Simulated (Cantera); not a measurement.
Silicon epitaxy and polysilicon growth: Si2H6 + HCl + H2

Feed: 1 mol Si2H6, 1.2 mol HCl, a varied amount of H2, at 1650 K and 100000 Pa.

Cantera equilibrium calculation (NASA polynomials, part measured and part estimated; ideal gas, pure solids and liquids). Candidate condensed phases: Si; 19 gas species. The feed counts by its element totals alone. The tables' values for SiCl3 are old estimates; treat these amounts as uncertain. Kinetics and transport are ignored.

```tsv
n(H2) (mol)	x H2	x HCl	x SiCl2	x H	x SiCl3	x SiH2Cl2	x SiHCl3	n Si(s)
33	0.970	0.0267	0.00260	8.95e-5	7.33e-5	2.88e-5	2.76e-5	1.90
43	0.976	0.0218	0.00172	8.98e-5	3.95e-5	1.92e-5	1.49e-5	1.91
55	0.981	0.0178	0.00115	9.00e-5	2.16e-5	1.29e-5	8.19e-6	1.93
71	0.985	0.0144	0.000748	9.01e-5	1.13e-5	8.40e-6	4.28e-6	1.94
92	0.988	0.0115	0.000475	9.03e-5	5.70e-6	5.35e-6	2.17e-6	1.95
120	0.991	0.00905	0.000294	9.04e-5	2.78e-6	3.32e-6	1.06e-6	1.96
150	0.992	0.00738	0.000195	9.05e-5	1.50e-6	2.21e-6	5.73e-7	1.97
200	0.994	0.00564	0.000114	9.06e-5	6.69e-7	1.29e-6	2.56e-7	1.97
260	0.995	0.00440	6.91e-5	9.06e-5	3.17e-7	7.85e-7	1.21e-7	1.98
330	0.996	0.00350	4.37e-5	9.07e-5	1.59e-7	4.97e-7	6.09e-8	1.98
430	0.997	0.00271	2.62e-5	9.07e-5	7.38e-8	2.98e-7	2.82e-8	1.98
560	0.998	0.00209	1.56e-5	9.07e-5	3.41e-8	1.78e-7	1.30e-8	1.98
720	0.998	0.00164	9.54e-6	9.08e-5	1.62e-8	1.09e-7	6.22e-9	1.98
```
x: gas mole fraction; n: condensed amount in mol.

From 33 mol H2 to 720 mol H2 the condensed part is Si(s). The main Si-bearing gas is SiCl2 throughout.
